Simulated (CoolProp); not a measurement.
A simple Rankine cycle with R1233zd(E): condensing at 289.15 K, boiler at 0.938 MPa, turbine inlet 449 K, turbine efficiency 0.75, pump efficiency 0.6, no recuperator. Each further row changes one setting.

The numbers come from the reference Helmholtz-energy equation of state, Akasaka 2022 in CoolProp.

```tsv
case	thermal efficiency (%)	net work (kJ/kg)	heat in (kJ/kg)	turbine exit temperature (K)	volume ratio over the turbine
as stated	12.9	[?]	328	394.6	9.58
condensing temperature 281.15 K	14.2	48.0	338	[?]	[?]
boiler pressure 0.657 MPa	[?]	37.0	[?]	[?]	[?]
turbine efficiency 0.65	11.1	36.6	328	400.9	9.73
```

Some entries are withheld; supply them.


- as stated, net work (kJ/kg): 42.4
- condensing temperature 281.15 K, turbine exit temperature (K): 388.2
- condensing temperature 281.15 K, volume ratio over the turbine: 13.0
- boiler pressure 0.657 MPa, thermal efficiency (%): 11.2
- boiler pressure 0.657 MPa, heat in (kJ/kg): 332
- boiler pressure 0.657 MPa, turbine exit temperature (K): 403.9
- boiler pressure 0.657 MPa, volume ratio over the turbine: 6.66
